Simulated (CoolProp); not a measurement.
Computed with CoolProp (reference Helmholtz-energy equation of state, Thol 2018).

Problem. For hydrogen chloride, give the phase and the density (kg/m³), cp (kJ/(kg K)), isothermal compressibility (1/MPa), fugacity coefficient at 169.75 °C and 31.6 MPa.

Solution. 
- 169.75 °C and 31.6 MPa: supercritical; density 464, cp 1.90, isothermal compressibility 0.0302, fugacity coefficient 0.633
